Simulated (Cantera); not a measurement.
A closed system holds: 1 mol TEOS, 7.4 mol H₂O, at 673 K and 12.0 mbar.

Method: chemical equilibrium by Gibbs-energy minimisation in Cantera with the NASA 1993 tables (ideal gas, pure condensed phases). Candidate condensed phases: C, C₆H₆, C₇H₈, C₈H₁₈, H₂O, Si, SiC, SiO₂; 123 gas species. The feed counts by its element totals alone. Kinetics and transport are ignored.

Base state: H₂ 0.575, H₂O 0.211, CO₂ 0.126, CH₄ 0.0606, CO 0.0281 (mole fractions); condensed: C(graphite) + SiO₂(α-quartz).

What changes in the equilibrium state with this change: temperature from 673 K to 623 K?


| species | before | after |
|---|---|---|
| H₂ | 0.575 | 0.448 |
| H₂O | 0.211 | 0.310 |
| CH₄ | 0.0606 | 0.123 |
| CO | 0.0281 | 0.00765 |
| CO₂ | 0.126 | 0.112 |
| C(graphite), mol | 3.89 | 3.79 |
| SiO₂(α-quartz), mol | 1.00 | 1.00 |
